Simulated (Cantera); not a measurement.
A diamond (100) surface in a fixed gas of H2 with x(CH4) = 0.0035, x(CH3) = 0.00025, at 1050 K, 33.0 Torr; coverages are run to steady state.

Model: the Harris–Goodwin 1993 mechanism for the reconstructed diamond (100) surface, integrated in Cantera.

θ: site fractions in the mechanism's names (c6HH fully hydrogenated, c6H* and c6*H radical sites, c6** diradical, c6HM methylated).

| x(H) | growth (µm/h) | θ c6HH | θ c6H* | θ c6*H | θ c6** | θ c6HM |
|---|---|---|---|---|---|---|
| 0.0001 | 0.580 | 0.539 | 0.0177 | 0.317 | 0.00380 | 0.0827 |
| 0.00026 | 1.46 | 0.510 | 0.0191 | 0.343 | 0.00680 | 0.0827 |
| 0.00067 | … | 0.510 | 0.0203 | 0.363 | … | … |
| 0.0017 | 4.67 | 0.524 | 0.0214 | 0.383 | 0.0116 | 0.0419 |
| 0.0045 | 6.02 | 0.538 | 0.0222 | 0.397 | 0.0128 | 0.0205 |
| 0.012 | 6.75 | 0.546 | 0.0228 | 0.405 | 0.0134 | 0.00866 |
| 0.03 | 7.06 | 0.550 | 0.0231 | 0.408 | 0.0137 | 0.00363 |
| 0.077 | 7.22 | 0.551 | 0.0236 | 0.409 | 0.0139 | … |
| 0.2 | 7.32 | 0.552 | 0.0248 | 0.409 | 0.0141 | 0.000564 |

Problem. Complete the blanks.

Solution. 
- 0.00067, growth (µm/h): 2.96
- 0.00067, θ c6**: 0.00962
- 0.00067, θ c6HM: 0.0666
- 0.077, θ c6HM: 0.00144
